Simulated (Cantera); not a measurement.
Feed: 1 mol CaO, 26 mol HBr, 0.17 mol H2, held at 1025 K.

Cantera equilibrium calculation (NASA polynomials, part measured and part estimated; ideal gas, pure solids and liquids). Candidate condensed phases: Br2, Ca, CaBr2, CaO, Ca(OH)2, H2O; 19 gas species. Rates play no part.

Question: Which condensed phases are stable at each of these points (P (Pa)): 1, 4.20, 18, 75, 320, 1300, 5600, 24000, 100000?

Answer: 
| P (Pa) | condensed phases | Ca condensed (%) |
|---|---|---|
| 1 | gas only | 0.0 |
| 4.20 | CaBr2(l) | 43.1 |
| 18 | CaBr2(l) | 87.0 |
| 75 | CaBr2(l) | 96.9 |
| 320 | CaBr2(l) | 99.3 |
| 1300 | CaBr2(l) | 99.8 |
| 5600 | CaBr2(l) | 100.0 |
| 24000 | CaBr2(l) | 100.0 |
| 100000 | CaBr2(l) | 100.0 |

At 0.00750 Torr nothing is condensed. From 0.0315 Torr to 750 Torr the condensed part is CaBr2(l).
